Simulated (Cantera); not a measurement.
# Thermodynamics of aluminium and copper etching, feed Cu + F₂ + N₂

A closed system holds: 1 mol Cu, 0.63 mol F₂, 0.74 mol N₂, at 848 K and 0.000330 bar.

These are equilibrium values from Cantera (NASA tables, ideal gas, pure condensed phases), not measurements of a reactor. Candidate condensed phases: Cu, CuF₂; 11 gas species. The numbers say what is thermodynamically allowed, not how fast it happens.

```yaml
x(N₂): 1.000
x(CuF): 0.000196
x(CuF₂): 0.000148
n(Cu(s)): 0.370 mol
n(CuF₂(s)): 0.630 mol
gas_amount: 0.7403 mol
```
